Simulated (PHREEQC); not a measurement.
Solution (53 °C): 0.0023 mol/kgw NaHCO3 and 6.9e-05 mol/kgw NaOH. Closed to the air; pH follows from the charge balance.

Computed with PHREEQC (ion-association model, phreeqc.dat).

Each row changes one thing in this solution. This is a speciation only: nothing precipitates in the calculation.

| case | pH | ionic strength (mol/kgw) |
|---|---|---|
| as made | 8.48 | 0.00241 |
| NaHCO3 replaced by Na2B4O7 at the same molality | 9.00 | 0.00467 |
| NaHCO3 from 0.0023 to 0.00345 mol/kgw | [?] | 0.00357 |
| NaHCO3 from 0.0023 to 0.0115 mol/kgw | 8.11 | 0.0116 |
| NaOH replaced by Na2S at the same molality | 8.48 | 0.00248 |
| NaHCO3 left out | [?] | 6.90e-5 |
| NaOH from 6.9e-05 to 0.000345 mol/kgw | [?] | 0.00283 |

Task: Some entries are withheld; supply them.

Result: 
- NaHCO3 from 0.0023 to 0.00345 mol/kgw, pH: 8.37
- NaHCO3 left out, pH: 9.02
- NaOH from 6.9e-05 to 0.000345 mol/kgw, pH: 9.13

Away from 25 °C the constants follow the database's enthalpies or fits; those with neither stay at their 25 °C values.
